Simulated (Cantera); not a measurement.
Cantera run, input and output.

```python
import numpy as np
import cantera as ct

gas = ct.Solution("gri30.yaml")
gas.TPX = 1275, 25000, {'N2O': 1, 'H2': 0.01, 'N2': 7.4}
reactor = ct.IdealGasConstPressureReactor(gas, energy="off", clone=False)
net = ct.ReactorNet([reactor])
net.rtol, net.atol = 1e-08, 1e-18
show = ['N2O', 'H2', 'O', 'HO2', 'OH']
times = np.geomspace(1e-05, 3, 11)

steps = ct.SolutionArray(gas, extra=["t"])
rows = []
print(f"{'t/s':>10s}{'T/K':>9s}{'P/Pa':>11s}" + "".join(f"{s:>11s}" for s in show))
for t in times:
    while net.time < t:
        t_next = net.step()
        steps.append(gas.state, t=t_next)
    rows.append([np.interp(t, steps.t, y) for y in (steps.T, steps.P, *steps(*show).X.T)])
    print(f"{t:10.3e}{rows[-1][0]:9.1f}{rows[-1][1]:11.4g}" + "".join(f"{x:11.3e}" for x in rows[-1][2:]))
rate = np.gradient(steps.T, steps.t)
print("integrator steps:", len(steps.t))
if steps.T.max() > steps.T[0] + 200:
    print(f"time of steepest temperature rise: {steps.t[rate.argmax()]:.4e} s")
gas.TPX = 1275, 25000, {'N2O': 1, 'H2': 0.01, 'N2': 7.4}
gas.equilibrate("TP")
print(f"equilibrium (TP): T = {gas.T:.1f} K  " + "  ".join(f"{s} {gas[s].X[0]:.3e}" for s in show))
```

Result:

```
       t/s      T/K       P/Pa        N2O         H2          O        HO2         OH
 1.000e-05   1275.0    2.5e+04  1.189e-01  1.189e-03  3.303e-07  1.937e-12  4.313e-09
 3.529e-05   1275.0    2.5e+04  1.189e-01  1.189e-03  1.049e-06  9.458e-11  5.994e-08
 1.246e-04   1275.0    2.5e+04  1.189e-01  1.188e-03  2.633e-06  4.106e-09  6.900e-07
 4.397e-04   1275.0    2.5e+04  1.189e-01  1.180e-03  3.881e-06  1.102e-07  4.710e-06
 1.552e-03   1275.0    2.5e+04  1.187e-01  1.081e-03  3.989e-06  9.766e-07  1.611e-05
 5.477e-03   1275.0    2.5e+04  1.179e-01  6.054e-04  4.552e-06  1.428e-06  2.295e-05
 1.933e-02   1275.0    2.5e+04  1.164e-01  1.134e-04  5.002e-06  9.114e-07  1.314e-05
 6.823e-02   1275.0    2.5e+04  1.129e-01  4.145e-06  5.100e-06  2.834e-07  7.654e-06
 2.408e-01   1275.0    2.5e+04  1.016e-01  3.151e-08  5.010e-06  9.805e-08  7.896e-06
 8.500e-01   1275.0    2.5e+04  7.066e-02  3.051e-08  4.736e-06  2.966e-08  7.939e-06
 3.000e+00   1275.0    2.5e+04  2.200e-02  2.742e-08  3.516e-06  8.440e-09  6.849e-06
integrator steps: 1415
equilibrium (TP): T = 1275.0 K  N2O 6.964e-09  H2 5.297e-10  O 5.295e-08  HO2 8.120e-10  OH 8.420e-07
```

Computed with Cantera and GRI-Mech 3.0 (53 species, 325 reactions). GRI-Mech 3.0 was tuned for natural gas; its chemistry of N2O as a main component is partial and can be far from experiment. The mechanism lacks the step 2 NO + O2 → 2 NO2, which can matter for NO2 below about 1400 K. The temperature is held fixed by assumption; the heat of reaction is taken as removed at once.
